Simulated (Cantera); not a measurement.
Pyrogenic steam for wet oxidation

An isothermal, constant-pressure homogeneous reactor starts with 19.8 % H2, 30.9 % O2, 49.4 % N2, equivalence ratio 0.32, at 1200 K and 0.330 bar.

Model: GRI-Mech 3.0 (53 species, 325 reactions), integrated in Cantera. The temperature is held fixed by assumption; the heat of reaction is taken as removed at once.

```
t (s)         x H2   x O2      x O    x NO2       x H
--------  --------  -----  -------  -------  --------
2.00e-5      0.198  0.309  6.90e-8   <1e-12   2.17e-7
7.66e-5      0.175  0.298  0.00343   <1e-12    0.0107
0.000294   0.00195  0.232  0.00164  8.29e-9  0.000723
0.00112   0.000108  0.233  7.10e-5  6.27e-8   6.36e-6
0.00431    6.69e-6  0.233  7.10e-6  8.35e-8   1.90e-7
0.0165     6.16e-7  0.233  1.16e-6  5.71e-8   1.17e-8
0.0632     1.10e-7  0.233  2.50e-7  3.02e-8   1.15e-9
0.242      2.67e-8  0.233  6.37e-8  2.28e-8  1.52e-10
0.928      1.13e-8  0.233  2.45e-8  3.47e-8  4.14e-11
3.56       1.01e-8  0.233  2.12e-8  3.89e-8  3.48e-11
13.6       1.01e-8  0.233  2.12e-8  3.90e-8  3.48e-11
52.2       1.01e-8  0.233  2.12e-8  3.90e-8  3.48e-11
200        1.01e-8  0.233  2.12e-8  3.90e-8  3.48e-11
```
x: mole fraction; the columns are a selection and need not sum to one.

Equilibrium at this temperature and pressure: H2 1.01e-8, O2 0.233, O 2.12e-8, NO2 1.76e-6, H 3.48e-11 (gas phase only).
